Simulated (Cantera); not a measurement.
Cantera run:

```python
import numpy as np
import cantera as ct

gas_names = """
    AL ALI ALI3 ALN ALO ALO2 AL2 AL2I6 AL2O AL2O2 I I2 N NO NO2 NO3 N2 N2O O O2 O3
""".split()
cond_names = """
    AL(cr) AL(L) ALI3(s) ALI3(L) ALN(s) AL2O3(a) AL2O3(L) I2(cr) I2(L)
""".split()


# ... load() reads the species with a 1 bar reference pressure and builds the phases ...
atoms = {
    'AlI3': {'AL': 1, 'I': 3},
    'O2': {'O': 2},
    'N2': {'N': 2},
}
top_T = {'ALN(s)': 2750}  # K; cautious upper limits of use, not melting points


# ... equilibrate(T, P, feed) seeds the gas with the atoms and calls Mixture.equilibrate('TP', solver="vcs", rtol=1e-11, max_steps=5000) ...
results = []
T = 2173.15  # K
P = 2700  # Pa
for m in [14, 19, 27, 37, 52, 73, 100, 140, 200, 270, 380, 530]:
    feed = {'AlI3': 1, 'O2': 0.3, 'N2': m}  # mol
    mix = equilibrate(T, P, feed)
    results.append((T, P, feed, dict(zip(mix.species_names, mix.species_moles))))

top = {s: max(r[3][s] / sum(r[3][g] for g in gas_names) for r in results) for s in gas_names}
cols = sorted((s for s in top if top[s] > 0.001), key=lambda s: -top[s])[:5]
seen = [c for c in cond_names if any(r[3].get(c, 0) > 1e-12 for r in results)]
print("log10 of partial pressures in bar; condensed amounts in mol")
print(f"{'n(N2)':>10s}" + "".join(f"{s[:9]:>10s}" for s in cols + seen))
for T, P, feed, n in results:
    ng = sum(n[g] for g in gas_names)
    print(f"{feed['N2']:10.4g}" + "".join(f"{np.log10(max(n[s] / ng * P / 1e5, 1e-99)):10.3f}" for s in cols)
          + "".join(f"{n.get(c, 0):10.4g}" for c in seen))
```

Result:

```
log10 of partial pressures in bar; condensed amounts in mol
     n(N2)        N2         I       ALI        AL      AL2O  AL2O3(a)
        14    -1.655    -2.408    -3.076    -4.168    -4.503    0.1933
        19    -1.634    -2.517    -3.202    -4.185    -4.525    0.1918
        27    -1.616    -2.648    -3.357    -4.210    -4.559    0.1896
        37    -1.604    -2.768    -3.506    -4.238    -4.596    0.1873
        52    -1.594    -2.900    -3.676    -4.276    -4.647    0.1845
        73    -1.587    -3.034    -3.857    -4.323    -4.710    0.1814
       100    -1.582    -3.160    -4.034    -4.374    -4.778    0.1785
       140    -1.579    -3.295    -4.234    -4.439    -4.864    0.1755
       200    -1.576    -3.440    -4.457    -4.517    -4.969    0.1726
       270    -1.574    -3.562    -4.654    -4.592    -5.068    0.1705
       380    -1.572    -3.703    -4.887    -4.685    -5.192    0.1688
       530    -1.571    -3.841    -5.124    -4.783    -5.323    0.1677
```

Cantera equilibrium calculation (NASA polynomials, part measured and part estimated; ideal gas, pure solids and liquids).
